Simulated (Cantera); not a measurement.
An isothermal, constant-pressure homogeneous reactor starts with 68.0 % NO, 32.0 % N₂, at 1650 K and 1.10 bar.

Model: GRI-Mech 3.0 (53 species, 325 reactions), integrated in Cantera.

One state of this run: x NO = 0.623; x O = 4.62e-6; x N₂O = 0.000147; x NO₂ = 0.000898; x O₂ = 0.0279; x N₂ = 0.348. x: mole fraction; the columns are a selection and need not sum to one.

Q: Which value of t (s) does it belong to?
A) 0.000282
B) 25.2
C) 1.12
D) 0.000795

A: C, 1.12
